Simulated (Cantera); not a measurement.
Cantera run, input and output.

```python
import numpy as np
import cantera as ct

gas = ct.Solution("gri30.yaml")


def delay(T, t_max=10):
    gas.TPX = T, 180000, {'CH4': 1, 'O2': 2.74, 'N2': 10.3}
    reactor = ct.IdealGasReactor(gas, clone=False)
    net = ct.ReactorNet([reactor])
    net.rtol, net.atol = 1e-8, 1e-16
    while net.time < t_max:
        t_old, T_old = net.time, reactor.T
        net.step()
        if reactor.T > T + 400:  # ignition: a rise of 400 K
            return t_old + (T + 400 - T_old) / (reactor.T - T_old) * (net.time - t_old)
    return np.nan


taus = []
for T in [1048, 1148, 1248, 1348, 1448, 1548]:
    taus.append(delay(T))
    print(f"T0 = {T:6g} K   tau = {taus[-1]:.4e} s")
```

It prints:

```
T0 =   1048 K   tau = 2.1874e-01 s
T0 =   1148 K   tau = 4.6703e-02 s
T0 =   1248 K   tau = 1.1570e-02 s
T0 =   1348 K   tau = 3.2908e-03 s
T0 =   1448 K   tau = 1.0708e-03 s
T0 =   1548 K   tau = 4.0146e-04 s
```

Cantera simulation using GRI-Mech 3.0 (53 species, 325 reactions); the numbers are that mechanism's predictions, not measurements.
